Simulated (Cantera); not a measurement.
An adiabatic, constant-volume homogeneous reactor starts with H₂ : O₂ : N₂ = 1 : 0.602 : 2.27 (molar parts), at 1125 K and 200000 Pa. Integrator tolerance rtol = 1e-08.

Computed with Cantera and the H2/O2 subset of GRI-Mech 3.0, which has no nitrogen chemistry.

Q: What does this change do: pressure from 200000 Pa to 1000000 Pa?

A: 
```
quantity                                                            before                                    after
---------------------------------  ---------------------------------------  ---------------------------------------
time of steepest temperature rise                                  44.6 µs                                 0.501 ms
temperature at 1.00 s                                               2918 K                                   3039 K
equilibrium temperature                                             2918 K                                   3039 K
x(H₂) at 1.00 s                      0.0219 (gas-phase equilibrium 0.0219)    0.0157 (gas-phase equilibrium 0.0157)
x(O₂) at 1.00 s                      0.0316 (gas-phase equilibrium 0.0316)    0.0299 (gas-phase equilibrium 0.0299)
x(H₂O₂) at 1.00 s                  1.44e-6 (gas-phase equilibrium 1.44e-6)  4.04e-6 (gas-phase equilibrium 4.04e-6)
x(O) at 1.00 s                     0.00703 (gas-phase equilibrium 0.00703)  0.00458 (gas-phase equilibrium 0.00458)
x(OH) at 1.00 s                      0.0295 (gas-phase equilibrium 0.0295)    0.0258 (gas-phase equilibrium 0.0258)
```
The hydrogen kinetics of GRI-Mech 3.0 are dated; newer H2 mechanisms differ, most at raised pressure. Above 3000 K some thermodynamic fits are extrapolated.

Q: What does this change do: pressure from 200000 Pa to 100000 Pa?

A: 
```
quantity                                                            before                                    after
---------------------------------  ---------------------------------------  ---------------------------------------
time of steepest temperature rise                                  44.6 µs                                  71.6 µs
temperature at 1.00 s                                               2918 K                                   2861 K
equilibrium temperature                                             2918 K                                   2861 K
x(H₂) at 1.00 s                      0.0219 (gas-phase equilibrium 0.0219)    0.0246 (gas-phase equilibrium 0.0246)
x(O₂) at 1.00 s                      0.0316 (gas-phase equilibrium 0.0316)    0.0324 (gas-phase equilibrium 0.0324)
x(H₂O₂) at 1.00 s                  1.44e-6 (gas-phase equilibrium 1.44e-6)  9.16e-7 (gas-phase equilibrium 9.16e-7)
x(O) at 1.00 s                     0.00703 (gas-phase equilibrium 0.00703)  0.00822 (gas-phase equilibrium 0.00822)
x(OH) at 1.00 s                      0.0295 (gas-phase equilibrium 0.0295)    0.0308 (gas-phase equilibrium 0.0308)
```
